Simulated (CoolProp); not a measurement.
Properties of ethanol along the isotherm 620 K (Tc = 514.7 K, pc = 6.268 MPa, ω = 0.644).

Computed with CoolProp (reference Helmholtz-energy equation of state, Schroeder 2014).

```tsv
p (MPa)	phase	speed of sound (m/s)	Joule-Thomson coefficient (K/MPa)	fugacity coefficient
3.92	gas	327.2	4.425	…
7.83	supercritical	302.8	…	0.8520
11.8	supercritical	276.6	4.563	0.7774
15.7	supercritical	272.3	3.565	0.7065
19.6	supercritical	312.5	2.207	0.6454
23.5	supercritical	367.7	1.424	0.5984
27.4	supercritical	419.6	…	0.5632
31.3	supercritical	467.7	0.7530	0.5370
35.3	supercritical	513.8	0.5735	0.5170
39.2	supercritical	555.7	0.4466	0.5025
43.1	supercritical	594.8	0.3508	0.4919
47	supercritical	631.3	0.2764	0.4844
50.9	supercritical	…	0.2172	0.4793
54.8	supercritical	697.6	0.1692	…
58.8	supercritical	…	0.1287	0.4752
62.7	supercritical	757.1	0.09561	0.4755
```

Q: Some entries are withheld; supply them.

A: 
- 3.92, fugacity coefficient: 0.9253
- 7.83, Joule-Thomson coefficient (K/MPa): 4.617
- 27.4, Joule-Thomson coefficient (K/MPa): 1.009
- 50.9, speed of sound (m/s): 665.5
- 54.8, fugacity coefficient: 0.4764
- 58.8, speed of sound (m/s): 728.6
